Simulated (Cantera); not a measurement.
What does this Cantera script print?

```python
import numpy as np
import cantera as ct

gas = ct.Solution("h2o2.yaml")
gas.TPX = 1625, 100000, {'H2': 1, 'O2': 1.39, 'N2': 12.9}
reactor = ct.IdealGasConstPressureReactor(gas, energy="on", clone=False)
net = ct.ReactorNet([reactor])
net.rtol, net.atol = 1e-08, 1e-16
show = ['H2', 'O2', 'HO2', 'OH', 'H', 'H2O']
times = np.geomspace(5e-06, 1, 15)

steps = ct.SolutionArray(gas, extra=["t"])
rows = []
print(f"{'t/s':>10s}{'T/K':>9s}{'P/Pa':>11s}" + "".join(f"{s:>11s}" for s in show))
for t in times:
    while net.time < t:
        t_next = net.step()
        steps.append(gas.state, t=t_next)
    rows.append([np.interp(t, steps.t, y) for y in (steps.T, steps.P, *steps(*show).X.T)])
    print(f"{t:10.3e}{rows[-1][0]:9.1f}{rows[-1][1]:11.4g}" + "".join(f"{x:11.3e}" for x in rows[-1][2:]))
rate = np.gradient(steps.T, steps.t)
print("integrator steps:", len(steps.t))
if steps.T.max() > steps.T[0] + 200:
    print(f"time of steepest temperature rise: {steps.t[rate.argmax()]:.4e} s")
gas.TPX = 1625, 100000, {'H2': 1, 'O2': 1.39, 'N2': 12.9}
gas.equilibrate("HP")
print(f"equilibrium (HP): T = {gas.T:.1f} K  " + "  ".join(f"{s} {gas[s].X[0]:.3e}" for s in show))
```

Output:

```
       t/s      T/K       P/Pa         H2         O2        HO2         OH          H        H2O
 5.000e-06   1625.0      1e+05  6.540e-02  9.091e-02  7.936e-07  1.087e-06  3.296e-06  3.671e-06
 1.196e-05   1625.1      1e+05  6.485e-02  9.063e-02  6.046e-06  9.081e-05  2.692e-04  3.662e-04
 2.859e-05   1684.4      1e+05  6.879e-03  5.642e-02  1.311e-05  7.139e-03  2.009e-02  4.515e-02
 6.838e-05   1811.6      1e+05  5.312e-03  5.610e-02  1.004e-05  7.660e-03  1.151e-02  5.138e-02
 1.635e-04   1935.5      1e+05  3.309e-03  5.683e-02  6.573e-06  7.126e-03  4.594e-03  5.772e-02
 3.910e-04   2021.2      1e+05  1.423e-03  5.808e-02  3.344e-06  5.207e-03  1.131e-03  6.272e-02
 9.351e-04   2061.0      1e+05  4.393e-04  5.912e-02  1.580e-06  3.050e-03  1.827e-04  6.545e-02
 2.236e-03   2073.2      1e+05  1.652e-04  5.957e-02  1.215e-06  1.907e-03  4.166e-05  6.642e-02
 5.347e-03   2074.6      1e+05  1.365e-04  5.963e-02  1.202e-06  1.739e-03  3.133e-05  6.655e-02
 1.279e-02   2074.6      1e+05  1.363e-04  5.963e-02  1.202e-06  1.737e-03  3.125e-05  6.655e-02
 3.058e-02   2074.6      1e+05  1.363e-04  5.963e-02  1.202e-06  1.737e-03  3.125e-05  6.655e-02
 7.312e-02   2074.6      1e+05  1.363e-04  5.963e-02  1.202e-06  1.737e-03  3.125e-05  6.655e-02
 1.749e-01   2074.6      1e+05  1.363e-04  5.963e-02  1.202e-06  1.737e-03  3.125e-05  6.655e-02
 4.182e-01   2074.6      1e+05  1.363e-04  5.963e-02  1.202e-06  1.737e-03  3.125e-05  6.655e-02
 1.000e+00   2074.6      1e+05  1.363e-04  5.963e-02  1.202e-06  1.737e-03  3.125e-05  6.655e-02
integrator steps: 1147
time of steepest temperature rise: 2.2016e-05 s
equilibrium (HP): T = 2074.6 K  H2 1.363e-04  O2 5.963e-02  HO2 1.202e-06  OH 1.737e-03  H 3.125e-05  H2O 6.655e-02
```

Computed with Cantera and the H2/O2 subset of GRI-Mech 3.0, which has no nitrogen chemistry.
